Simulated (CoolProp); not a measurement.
Properties of R1224YDZ at several states (Tc = 155.5 °C, pc = 3.334 MPa, ω = 0.325).

The numbers come from the reference Helmholtz-energy equation of state, Akasaka 2023 in CoolProp.

```csv
T (°C),p (MPa),phase,density (kg/m³),isothermal compressibility (1/MPa)
-29.25,0.0585,liquid,1500,0.001380
-61.85,15.4,liquid,1600,0.0008403
197.65,0.914,gas,37.31,1.181
83.55,0.0563,gas,2.851,17.97
171.55,0.0212,gas,0.8530,47.26
```
